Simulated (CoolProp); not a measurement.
R152A at 273 K and 0.117 MPa flows at 2.4 m/s in a round tube of 1 mm bore and 1.5 µm roughness, fully developed (64/Re and Nu = 3.66 if laminar; Colebrook and Gnielinski if turbulent). Each further row changes one setting.

Computed with CoolProp (reference Helmholtz-energy equation of state, Outcalt 1996). It is a modified Benedict-Webb-Rubin equation, recast in Helmholtz form.

| case | Reynolds number | Darcy friction factor | pressure drop (Pa/m) | heat-transfer coefficient (W/(m² K)) | mass flow (kg/h) |
|---|---|---|---|---|---|
| as stated | [?] | [?] | [?] | 43.0 | 0.0239 |
| velocity 4.8 m/s | 1660 | 0.0385 | [?] | 43.0 | [?] |
| diameter 2 mm | 1660 | 0.0385 | [?] | [?] | [?] |

**Question.** What belongs in the gaps?

**Answer.** 
- as stated, Reynolds number: 832
- as stated, Darcy friction factor: 0.0769
- as stated, pressure drop (Pa/m): 781
- velocity 4.8 m/s, pressure drop (Pa/m): 1560
- velocity 4.8 m/s, mass flow (kg/h): 0.0479
- diameter 2 mm, pressure drop (Pa/m): 195
- diameter 2 mm, heat-transfer coefficient (W/(m² K)): 21.5
- diameter 2 mm, mass flow (kg/h): 0.0957

Viscosity comes from a separate model (Bell 2016), an estimate that may be off by 10 % or more. Thermal conductivity comes from a separate model (Krauss 1996).
